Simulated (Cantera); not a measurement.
A Cantera script and its output.

```python
import numpy as np
import cantera as ct

surf = ct.Interface("ptcombust.yaml", "Pt_surf")
gas = surf.adjacent["gas"]
gas.TPX = 948, 330000, {'CO': 0.0044, 'O2': 0.012, 'N2': 0.79}
surf.TP = 948, 330000
reactor = ct.FlowReactor(gas, clone=False)
reactor.area = 0.0001  # m2
reactor.surface_area_to_volume_ratio = 1900  # 1/m
reactor.mass_flow_rate = 4.2 * reactor.area * gas.density  # inlet velocity 4.2 m/s
reactor.energy_enabled = False
wall = ct.ReactorSurface(surf, reactor, clone=False)
net = ct.ReactorNet([reactor])
net.rtol, net.atol = 1e-8, 1e-16
show, cover = ['CO', 'O2', 'H2O', 'CO2'], ['PT(S)', 'H(S)', 'O(S)', 'OH(S)', 'CO(S)', 'C(S)']

rows = []
print(f"{'z/m':>9s}{'u/(m/s)':>9s}" + "".join(f"{s:>13s}" for s in show + cover))
for z in [4.6e-05, 7.7e-05, 0.00013, 0.00022, 0.00036, 0.0006, 0.001, 0.0017, 0.0028, 0.0046]:
    net.advance(z)
    rows.append([reactor.speed, *gas[show].X, *surf[cover].coverages])
    print(f"{z:9.4g}{rows[-1][0]:9.3g}" + "".join(f"{x:13.4e}" for x in rows[-1][1:]))
```

Result:

```
      z/m  u/(m/s)           CO           O2          H2O          CO2        PT(S)         H(S)         O(S)        OH(S)        CO(S)         C(S)
  4.6e-05      4.2   4.0930e-03   1.4208e-02   3.0893e-33   1.3671e-03   5.3419e-01   1.8036e-19   1.4978e-02  -5.9017e-19   4.5083e-01   9.1218e-10
  7.7e-05     4.19   3.0026e-03   1.3669e-02   5.2068e-33   2.4604e-03   5.9480e-01   1.3644e-21   2.0963e-02   1.1953e-19   3.8423e-01   6.1851e-10
  0.00013     4.19   6.2148e-04   1.2493e-02   4.3173e-33   4.8481e-03   3.2488e-01   4.1459e-23   6.7210e-01   2.1943e-19   3.0228e-03   8.2895e-14
  0.00022     4.19   2.8240e-04   1.2326e-02   2.1940e-33   5.1881e-03   2.1389e-01   1.9258e-23   7.8560e-01   3.2984e-19   5.1677e-04   7.9820e-15
  0.00036     4.19   1.1797e-04   1.2244e-02   1.1853e-32   5.3530e-03   1.9604e-01   2.1879e-23   8.0378e-01   2.2777e-19   1.7760e-04   2.4574e-15
   0.0006     4.19   3.1043e-05   1.2201e-02   2.6632e-33   5.4401e-03   1.8887e-01   2.0007e-23   8.1109e-01   2.1933e-19   4.3020e-05   5.6832e-16
    0.001     4.19   3.6777e-06   1.2188e-02  -2.2132e-33   5.4676e-03   1.8684e-01   2.5373e-23   8.1316e-01   3.6137e-19   4.9759e-06   6.4863e-17
   0.0017     4.19   9.1030e-08   1.2186e-02   3.2525e-34   5.4712e-03   1.8658e-01   1.9963e-23   8.1342e-01   2.2222e-19   1.2278e-07   1.5978e-18
   0.0028     4.19   2.7334e-10   1.2186e-02   6.8212e-34   5.4713e-03   1.8657e-01   2.0016e-23   8.1343e-01   2.2284e-19   3.6866e-10   4.7971e-21
   0.0046     4.19   2.0553e-14   1.2186e-02  -5.1609e-33   5.4713e-03   1.8657e-01   2.0073e-23   8.1343e-01   2.2347e-19   2.7720e-14   3.6070e-25
```

Computed with Cantera and Deutschmann's 1995 Pt surface mechanism with GRI-Mech 3.0 gas chemistry. Catalytic surfaces can have several steady states; this one follows from the mechanism file's or the stated starting coverage. Mass transfer to the wall is taken as infinitely fast.
